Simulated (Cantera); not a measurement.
Feed: 1 mol CH3Cl, 2.2 mol H2, at 748.15 K and 13.0 Pa.

Equilibrium computed with Cantera from the NASA thermochemical tables; the gas is ideal and each condensed phase is pure. Candidate condensed phases: C, C6H6, C7H8, C8H18; 91 gas species. Rates play no part.

Q: What is the equilibrium state?

A: 
```json
{
 "x(H2)": "0.762",
 "x(HCl)": "0.238",
 "x(CH4)": "0.000249",
 "n(C(graphite))": "0.999 mol",
 "gas_amount": "4.199 mol"
}
```
